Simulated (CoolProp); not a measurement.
Model: reference Helmholtz-energy equation of state, Thol 2014, in CoolProp.

### Question
For diethyl ether, give the phase and the cp (kJ/(kg K)), cv (kJ/(kg K)) at 531 K and 361 kPa.

### Answer
- 531 K and 361 kPa: gas; cp 2.35, cv 2.22
